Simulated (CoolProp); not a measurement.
Vapour-liquid equilibrium of CH2F2 (R32) (1) + R143a (2) at 6.35 °C; x and y are mole fractions of (1).

Model: multi-fluid Helmholtz-energy mixture model, Tillner-Roth 1997 and Lemmon and Jacobsen 2000; pair parameters Bell 2016, in CoolProp.

```csv
x,bubble pressure (bar),y at the bubble point,dew pressure at overall composition x (bar),liquid density (mol/L)
0.05,7.767,0.074,7.685,12.17
0.125,8.118,0.174,7.944,12.54
0.2,8.436,0.264,8.209,12.95
0.275,8.723,0.346,8.475,13.38
0.35,8.979,0.421,8.738,13.85
0.425,9.205,0.491,8.993,14.35
0.5,9.401,0.558,9.232,14.89
0.575,9.568,0.622,9.449,15.48
0.65,9.707,0.685,9.634,16.11
0.725,9.815,0.747,9.780,16.79
0.8,9.892,0.811,9.881,17.53
0.875,9.934,0.878,9.933,18.34
0.95,9.939,0.949,9.938,19.22
```

y crosses x between x = 0.875 and 0.95: the model has an azeotrope there.

Pair parameters are fitted to limited data, so mixtures are less certain than the pure fluids.
